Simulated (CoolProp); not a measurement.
Vapour pressure (bar) of sulfur dioxide: the reference equation beside estimates from Tc = 157.5 °C, pc = 78.87 bar, ω = 0.256. Clausius-Clapeyron is anchored at -27.55 °C with a constant enthalpy of vaporisation of 25.93 kJ/mol.

Computed with CoolProp (reference Helmholtz-energy equation of state, Gao 2016).

```tsv
T (°C)	reference	Lee-Kesler	Clausius-Clapeyron	van der Waals	Redlich-Kwong	Soave-Redlich-Kwong
-62.15	0.04909	0.04703	0.05401	1.908	0.1339	0.04839
-50.65	0.1107	0.1065	0.1159	2.728	0.2775	0.1090
-39.05	0.2285	0.2211	0.2322	3.781	0.5284	0.2253
-27.55	0.4332	0.4221	0.4332	5.079	0.9284	0.4278
-16.05	0.7680	0.7534	0.7643	6.656	1.532	0.7602
-4.45	1.291	1.275	1.290	8.557	2.408	1.281
7.05	2.058	2.043	2.077	10.77	3.604	2.047
18.55	3.143	3.134	3.222	13.34	5.193	3.135
30.05	4.628	4.630	4.832	16.28	7.240	4.627
```

Absolute difference from the reference over all 9 rows, mean and median: Lee-Kesler 2.0 and 1.9 %, Clausius-Clapeyron 2.7 and 1.6 %, van der Waals 1234.1 and 766.7 %, Redlich-Kwong 105.8 and 99.5 %, Soave-Redlich-Kwong 0.9 and 1.0 %.
